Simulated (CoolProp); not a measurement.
Vapour-liquid equilibrium of R142b (1) + R113 (2) at 406 kPa; x and y are mole fractions of (1).

Model: multi-fluid Helmholtz-energy mixture model, Lemmon 2006 and Marx 1992; pair parameters Bell 2016, in CoolProp.

Task: Give the bubble temperature and the first vapour's composition at x = 0.35, 0.45, 0.65. Is there an azeotrope?

Result: x = 0.35: 330.9 K, y = 0.743; x = 0.45: 324.8 K, y = 0.813; x = 0.65: 315.7 K, y = 0.903. No azeotrope shows between x = 0.05 and 0.95.

Pair parameters are fitted to limited data, so mixtures are less certain than the pure fluids.
